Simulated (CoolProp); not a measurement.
Model: reference Helmholtz-energy equation of state, Younglove 1994, in CoolProp. It is a modified Benedict-Webb-Rubin equation, recast in Helmholtz form.

Question: Give the vapour pressure (MPa), enthalpy of vaporisation (kJ/kg), vapour Z of saturated R123 at 398.9, 438.8 K.

Answer: 
| T (K) | p (MPa) | enthalpy of vaporisation (kJ/kg) | vapour Z |
|---|---|---|---|
| 398.9 | 1.34 | 116 | 0.743 |
| 438.8 | 2.74 | 73.7 | 0.550 |
